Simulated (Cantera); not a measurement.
Charge: 1 mol SiH4, 7.7 mol NH3, 2.2 mol N2, equilibrated at 18.0 mbar.

These are equilibrium values from Cantera (NASA tables, ideal gas, pure condensed phases), not measurements of a reactor. Candidate condensed phases: Si, Si3N4; 18 gas species. The tables' values for SiN are old estimates; treat these amounts as uncertain. Gases not in the tables: Si2H6 and higher silanes. Equilibrium is a limit: real reactors are often held back by kinetics, nucleation or transport.

x: gas mole fraction; n: condensed amount in mol.

```json
[
 {"T (K)": "875", "x H2": "0.716", "x N2": "0.284", "x H": "3.16e-10", "x Si": "<1e-12", "x SiH": "<1e-12", "x Si2N": "<1e-12", "x SiH2": "<1e-12", "n Si3N4(s)": "0.333", "n Si(l)": "0"},
 {"T (K)": "1025", "x H2": "0.716", "x N2": "0.284", "x H": "[?]", "x Si": "<1e-12", "x SiH": "<1e-12", "x Si2N": "<1e-12", "x SiH2": "<1e-12", "n Si3N4(s)": "0.333", "n Si(l)": "0"},
 {"T (K)": "1175", "x H2": "0.716", "x N2": "0.284", "x H": "7.73e-7", "x Si": "<1e-12", "x SiH": "<1e-12", "x Si2N": "<1e-12", "x SiH2": "<1e-12", "n Si3N4(s)": "0.333", "n Si(l)": "0"},
 {"T (K)": "1325", "x H2": "0.716", "x N2": "0.284", "x H": "[?]", "x Si": "[?]", "x SiH": "[?]", "x Si2N": "<1e-12", "x SiH2": "[?]", "n Si3N4(s)": "0.333", "n Si(l)": "0"},
 {"T (K)": "1475", "x H2": "0.716", "x N2": "0.284", "x H": "8.18e-5", "x Si": "1.01e-8", "x SiH": "4.08e-9", "x Si2N": "4.76e-11", "x SiH2": "2.44e-8", "n Si3N4(s)": "0.333", "n Si(l)": "0"},
 {"T (K)": "1625", "x H2": "0.715", "x N2": "0.284", "x H": "0.000445", "x Si": "1.81e-6", "x SiH": "4.09e-7", "x Si2N": "3.49e-8", "x SiH2": "9.45e-7", "n Si3N4(s)": "0.333", "n Si(l)": "0"},
 {"T (K)": "1775", "x H2": "0.690", "x N2": "0.308", "x H": "0.00179", "x Si": "0.000122", "x SiH": "1.67e-5", "x Si2N": "7.17e-6", "x SiH2": "1.73e-5", "n Si3N4(s)": "0", "n Si(l)": "0.997"},
 {"T (K)": "1925", "x H2": "0.686", "x N2": "0.307", "x H": "0.00590", "x Si": "0.000967", "x SiH": "8.74e-5", "x Si2N": "3.18e-5", "x SiH2": "4.67e-5", "n Si3N4(s)": "0", "n Si(l)": "0.976"},
 {"T (K)": "2075", "x H2": "0.673", "x N2": "0.304", "x H": "0.0163", "x Si": "0.00566", "x SiH": "0.000357", "x Si2N": "0.000113", "x SiH2": "0.000108", "n Si3N4(s)": "0", "n Si(l)": "0.868"}
]
```

Fill in the missing entries.


- 1325, x H: 1.03e-5
- 1325, x Si: 1.70e-11
- 1325, x SiH: 1.40e-11
- 1325, x SiH2: 2.71e-10
- 1025, x H: 2.75e-8
